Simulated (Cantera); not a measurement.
Charge: 1 mol SiH4, 34 mol H2, held at 338 Torr.

These are equilibrium values from Cantera (NASA tables, ideal gas, pure condensed phases), not measurements of a reactor. Candidate condensed phases: Si; 9 gas species. Gases not in the tables: Si2H6 and higher silanes. Equilibrium is a limit: real reactors are often held back by kinetics, nucleation or transport.

x: gas mole fraction; n: condensed amount in mol.

```json
[
 {"T (°C)": "925", "x H2": "1.000", "x H": "…", "x SiH2": "1.14e-8", "x SiH": "2.92e-11", "x Si": "2.86e-12", "n Si(s)": "1.000", "n Si(l)": "0"},
 {"T (°C)": "975", "x H2": "1.000", "x H": "…", "x SiH2": "3.02e-8", "x SiH": "1.29e-10", "x Si": "1.72e-11", "n Si(s)": "1.000", "n Si(l)": "0"},
 {"T (°C)": "1025", "x H2": "1.000", "x H": "…", "x SiH2": "7.39e-8", "x SiH": "5.08e-10", "x Si": "9.03e-11", "n Si(s)": "1.000", "n Si(l)": "0"},
 {"T (°C)": "1075", "x H2": "1.000", "x H": "…", "x SiH2": "1.69e-7", "x SiH": "1.81e-9", "x Si": "4.18e-10", "n Si(s)": "1.000", "n Si(l)": "0"},
 {"T (°C)": "1125", "x H2": "1.000", "x H": "…", "x SiH2": "3.66e-7", "x SiH": "5.85e-9", "x Si": "1.73e-9", "n Si(s)": "1.000", "n Si(l)": "0"},
 {"T (°C)": "1175", "x H2": "1.000", "x H": "…", "x SiH2": "7.48e-7", "x SiH": "1.75e-8", "x Si": "6.50e-9", "n Si(s)": "1.000", "n Si(l)": "0"},
 {"T (°C)": "1225", "x H2": "1.000", "x H": "…", "x SiH2": "1.46e-6", "x SiH": "4.84e-8", "x Si": "2.23e-8", "n Si(s)": "1.000", "n Si(l)": "0"},
 {"T (°C)": "1275", "x H2": "1.000", "x H": "…", "x SiH2": "2.73e-6", "x SiH": "1.25e-7", "x Si": "7.06e-8", "n Si(s)": "1.000", "n Si(l)": "0"},
 {"T (°C)": "1325", "x H2": "1.000", "x H": "…", "x SiH2": "4.89e-6", "x SiH": "3.06e-7", "x Si": "2.08e-7", "n Si(s)": "1.000", "n Si(l)": "0"},
 {"T (°C)": "1375", "x H2": "1.000", "x H": "…", "x SiH2": "8.47e-6", "x SiH": "7.06e-7", "x Si": "5.72e-7", "n Si(s)": "1.000", "n Si(l)": "0"},
 {"T (°C)": "1425", "x H2": "1.000", "x H": "…", "x SiH2": "1.40e-5", "x SiH": "1.52e-6", "x Si": "1.46e-6", "n Si(s)": "0", "n Si(l)": "0.999"}
]
```

Q: What belongs in the gaps?

A: 
- 925, x H: 2.83e-7
- 975, x H: 6.96e-7
- 1025, x H: 1.60e-6
- 1075, x H: 3.45e-6
- 1125, x H: 7.05e-6
- 1175, x H: 1.37e-5
- 1225, x H: 2.56e-5
- 1275, x H: 4.59e-5
- 1325, x H: 7.93e-5
- 1375, x H: 0.000133
- 1425, x H: 0.000216
